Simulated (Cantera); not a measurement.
Cantera run:

```python
import numpy as np
import cantera as ct

gas_names = """
    CL CL2 H HCL H2 Si SiCL SiCL2 SiCL3 SiCL4 SiH SiHCL3 SiH2 SiH2CL2 SiH3 SiH3CL SiH4 Si2 Si3
""".split()
cond_names = """
    Si(cr) Si(L)
""".split()


# ... load() reads the species with a 1 bar reference pressure and builds the phases ...
atoms = {
    'Si2Cl6': {'Si': 2, 'CL': 6},
    'HCl': {'H': 1, 'CL': 1},
    'H2': {'H': 2},
}
top_T = {}  # K; cautious upper limits of use, not melting points


# ... equilibrate(T, P, feed) seeds the gas with the atoms and calls Mixture.equilibrate('TP', solver="vcs", rtol=1e-11, max_steps=5000) ...
results = []
T = 1048  # K
P = 13000  # Pa
for m in [8.4, 12, 18, 26, 38, 56, 82, 120, 170]:
    feed = {'Si2Cl6': 1, 'HCl': 0.91, 'H2': m}  # mol
    mix = equilibrate(T, P, feed)
    results.append((T, P, feed, dict(zip(mix.species_names, mix.species_moles))))

top = {s: max(r[3][s] / sum(r[3][g] for g in gas_names) for r in results) for s in gas_names}
cols = sorted((s for s in top if top[s] > 0.001), key=lambda s: -top[s])[:7]
seen = [c for c in cond_names if any(r[3].get(c, 0) > 1e-12 for r in results)]
print("log10 of partial pressures in bar; condensed amounts in mol")
print(f"{'n(H2)':>10s}" + "".join(f"{s[:9]:>10s}" for s in cols + seen))
for T, P, feed, n in results:
    ng = sum(n[g] for g in gas_names)
    print(f"{feed['H2']:10.4g}" + "".join(f"{np.log10(max(n[s] / ng * P / 1e5, 1e-99)):10.3f}" for s in cols)
          + "".join(f"{n.get(c, 0):10.4g}" for c in seen))
```

Output:

```
log10 of partial pressures in bar; condensed amounts in mol
     n(H2)        H2     SiCL4    SiHCL3       HCL     SiCL3     SiCL2   SiH2CL2    Si(cr)
       8.4    -0.981    -1.790    -2.324    -2.437    -3.338    -3.622    -3.802    0.2249
        12    -0.957    -1.933    -2.420    -2.461    -3.445    -3.694    -3.850    0.2345
        18    -0.937    -2.107    -2.541    -2.494    -3.576    -3.781    -3.918    0.2523
        26    -0.924    -2.275    -2.660    -2.530    -3.702    -3.865    -3.988    0.2771
        38    -0.914    -2.458    -2.792    -2.570    -3.839    -3.957    -4.070    0.3139
        56    -0.907    -2.654    -2.935    -2.616    -3.986    -4.055    -4.161    0.3668
        82    -0.902    -2.858    -3.086    -2.664    -4.139    -4.157    -4.257    0.4382
       120    -0.898    -3.075    -3.247    -2.717    -4.302    -4.265    -4.362    0.5331
       170    -0.895    -3.288    -3.405    -2.768    -4.461    -4.372    -4.466    0.6445
```

Equilibrium computed with Cantera from the NASA thermochemical tables; the gas is ideal and each condensed phase is pure. The feed counts by its element totals alone. The tables' values for SiCl3 are old estimates; treat these amounts as uncertain.
